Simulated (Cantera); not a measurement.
A perfectly stirred reactor is fed with CH4 : C2H6 : C3H8 : O2 : N2 : H2O : H2 = 1 : 0.048 : 0.56 : 3.1 : 11.7 : 3.2 : 1.5 (molar parts), equivalence ratio 1.8, at 3750 Torr; it is adiabatic with a 798 K inlet, and is followed from long to short residence time, starting on the burning branch (τ in s: 0.19, 0.1, 0.054, 0.028, 0.015, 0.008, 0.0043, 0.0023, 0.0012, 0.00064, 0.00034, 0.00018, 9.6e-05).

Computed with Cantera and GRI-Mech 3.0 (53 species, 325 reactions). GRI-Mech 3.0 was tuned for natural gas; its chemistry of propane as a main component is partial and can be far from experiment.

x: mole fraction; the columns are a selection and need not sum to one.

```json
[
 {"τ (s)": "0.19", "T (K)": "1958", "x CH4": "0.00131", "x C2H6": "1.65e-7", "x C3H8": "1.04e-7", "x HCO": "3.87e-8", "x NO": "7.24e-6", "x N2O": "5.21e-10", "x H2O": "0.250"},
 {"τ (s)": "0.10", "T (K)": "1962", "x CH4": "0.00197", "x C2H6": "3.85e-7", "x C3H8": "1.91e-7", "x HCO": "4.17e-8", "x NO": "7.14e-6", "x N2O": "5.87e-10", "x H2O": "0.252"},
 {"τ (s)": "0.054", "T (K)": "1966", "x CH4": "(withheld)", "x C2H6": "(withheld)", "x C3H8": "(withheld)", "x HCO": "(withheld)", "x NO": "6.73e-6", "x N2O": "6.74e-10", "x H2O": "0.255"},
 {"τ (s)": "0.028", "T (K)": "1971", "x CH4": "0.00374", "x C2H6": "1.65e-6", "x C3H8": "6.31e-7", "x HCO": "5.42e-8", "x NO": "6.14e-6", "x N2O": "8.35e-10", "x H2O": "0.258"},
 {"τ (s)": "0.015", "T (K)": "1975", "x CH4": "0.00475", "x C2H6": "3.08e-6", "x C3H8": "1.13e-6", "x HCO": "6.69e-8", "x NO": "5.56e-6", "x N2O": "1.11e-9", "x H2O": "0.262"},
 {"τ (s)": "0.0080", "T (K)": "1978", "x CH4": "(withheld)", "x C2H6": "(withheld)", "x C3H8": "(withheld)", "x HCO": "(withheld)", "x NO": "(withheld)", "x N2O": "(withheld)", "x H2O": "0.267"},
 {"τ (s)": "0.0043", "T (K)": "1979", "x CH4": "0.00687", "x C2H6": "9.68e-6", "x C3H8": "3.65e-6", "x HCO": "1.25e-7", "x NO": "4.38e-6", "x N2O": "2.32e-9", "x H2O": "0.271"},
 {"τ (s)": "0.0023", "T (K)": "1975", "x CH4": "0.00793", "x C2H6": "1.68e-5", "x C3H8": "6.67e-6", "x HCO": "1.90e-7", "x NO": "3.74e-6", "x N2O": "3.57e-9", "x H2O": "0.274"},
 {"τ (s)": "0.0012", "T (K)": "1965", "x CH4": "0.00903", "x C2H6": "3.02e-5", "x C3H8": "1.28e-5", "x HCO": "3.09e-7", "x NO": "3.01e-6", "x N2O": "5.73e-9", "x H2O": "0.277"},
 {"τ (s)": "0.00064", "T (K)": "1944", "x CH4": "0.0102", "x C2H6": "5.50e-5", "x C3H8": "2.49e-5", "x HCO": "5.15e-7", "x NO": "2.22e-6", "x N2O": "9.34e-9", "x H2O": "0.279"},
 {"τ (s)": "0.00034", "T (K)": "1905", "x CH4": "0.0119", "x C2H6": "0.000110", "x C3H8": "5.35e-5", "x HCO": "8.98e-7", "x NO": "1.34e-6", "x N2O": "1.61e-8", "x H2O": "0.279"},
 {"τ (s)": "0.00018", "T (K)": "1813", "x CH4": "0.0156", "x C2H6": "0.000293", "x C3H8": "0.000160", "x HCO": "1.74e-6", "x NO": "4.31e-7", "x N2O": "3.22e-8", "x H2O": "0.272"},
 {"τ (s)": "9.6e-5", "T (K)": "798", "x CH4": "0.0474", "x C2H6": "0.00227", "x C3H8": "0.0265", "x HCO": "<1e-12", "x NO": "<1e-12", "x N2O": "<1e-12", "x H2O": "0.152"}
]
```

**Question.** What belongs in the gaps?

**Answer.** 
- 0.054, x CH4: 0.00276
- 0.054, x C2H6: 8.07e-7
- 0.054, x C3H8: 3.41e-7
- 0.054, x HCO: 4.62e-8
- 0.0080, x CH4: 0.00581
- 0.0080, x C2H6: 5.54e-6
- 0.0080, x C3H8: 2.03e-6
- 0.0080, x HCO: 8.85e-8
- 0.0080, x NO: 4.97e-6
- 0.0080, x N2O: 1.57e-9
